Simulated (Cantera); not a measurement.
Charge: 1 mol Al(CH₃)₃, 3.1 mol O₂, 300 mol H₂, held at 1825 °C and 100 Torr.

Cantera equilibrium calculation (NASA polynomials, part measured and part estimated; ideal gas, pure solids and liquids). Candidate condensed phases: Al, Al₂O₃, C, C₆H₆, C₇H₈, C₈H₁₈, H₂O; 121 gas species. The feed counts by its element totals alone. The numbers say what is thermodynamically allowed, not how fast it happens.

Base state: H₂ 0.976, CO 0.00970, H 0.00834, H₂O 0.00550, CO₂ 1.11e-5 (mole fractions); condensed: Al₂O₃(s).

Task: What changes in the equilibrium state with this change: pressure from 100 Torr to 24.0 Torr?

Result: 
```csv
species,before,after
H₂,0.976,0.968
H,0.00834,0.0169
CO,0.00970,0.00966
Al,5.98e-6,2.45e-5
OH,5.58e-6,1.14e-5
AlOH,8.66e-6,1.75e-5
CO₂,1.11e-5,1.11e-5
H₂O,0.00550,0.00551
"Al₂O₃(s), mol",0.497,0.492
```
The tables' values for AlOH are old estimates; treat these amounts as uncertain.
